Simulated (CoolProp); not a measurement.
Values from CoolProp's reference Helmholtz-energy equation of state, Lemmon 2013.

**Question.** Give the vapour pressure (MPa), enthalpy of vaporisation (kJ/kg), surface tension (mN/m) of saturated propylene at -35.65, -29.35, -26.15 °C.

**Answer.** 
```tsv
T (°C)	p (MPa)	enthalpy of vaporisation (kJ/kg)	surface tension (mN/m)
-35.65	0.169	425	15.1
-29.35	0.217	418	14.2
-26.15	0.245	414	13.7
```

Surface tension comes from a separate correlation (Mulero 2012).
